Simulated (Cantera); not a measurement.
Input (Python, Cantera) and output of one run.

```python
import numpy as np
import cantera as ct

gas_names = """
    Cr CrN CrO CrO2 CrO3 N NO NO2 NO3 N2 N2O O O2 O3
""".split()
cond_names = """
    Cr(cr) Cr(L) CrN(s) Cr2N(s) Cr2O3(s) Cr2O3(L)
""".split()


# ... load() reads the species with a 1 bar reference pressure and builds the phases ...
atoms = {
    'Cr': {'Cr': 1},
    'O2': {'O': 2},
    'N2': {'N': 2},
}
top_T = {'CrN(s)': 1900, 'Cr2N(s)': 1900}  # K; cautious upper limits of use, not melting points


# ... equilibrate(T, P, feed) seeds the gas with the atoms and calls Mixture.equilibrate('TP', solver="vcs", rtol=1e-11, max_steps=5000) ...
results = []
feed = {'Cr': 1, 'O2': 0.17, 'N2': 9.6}  # mol
T = 2625  # K
P = 1333.22  # Pa
mix = equilibrate(T, P, feed)
results.append((T, P, feed, dict(zip(mix.species_names, mix.species_moles))))
print(gas.report(threshold=1e-06))
for i in range(1, mix.n_phases):
    print(f"{mix.phase(i).name:16s} {mix.phase_moles(i):12.5e} mol")
```

It prints:

```
       temperature   2625 K
          pressure   1333.2 Pa
           density   0.0018684 kg/m^3
  mean mol. weight   30.586 kg/kmol
   phase of matter   gas

                          1 kg             1 kmol
                     ---------------   ---------------
          enthalpy        3.6207e+06        1.1074e+08  J
   internal energy        2.9071e+06        8.8916e+07  J
           entropy            9793.7        2.9955e+05  J/K
    Gibbs function       -2.2088e+07       -6.7558e+08  J
 heat capacity c_p            1182.9             36179  J/K
 heat capacity c_v            911.03             27865  J/K

                      mass frac. Y      mole frac. X     chem. pot. / RT
                     ---------------   ---------------   ---------------
                Cr           0.12142          0.071422            -12.99
               CrO          0.045925          0.020658           -33.786
              CrO2         0.0044873          0.001634           -54.582
                 N        3.3117e-06        7.2315e-06           -16.158
                NO         0.0015183         0.0015477           -36.954
                N2            0.8233           0.89889           -32.316
                 O         0.0027667         0.0052892           -20.796
                O2        0.00057451        0.00054915           -41.592
     [   +6 minor]        2.5082e-06        8.9456e-07

Cr(L)             0.00000e+00 mol
Cr2O3(L)          0.00000e+00 mol
```

Cantera equilibrium calculation (NASA polynomials, part measured and part estimated; ideal gas, pure solids and liquids).
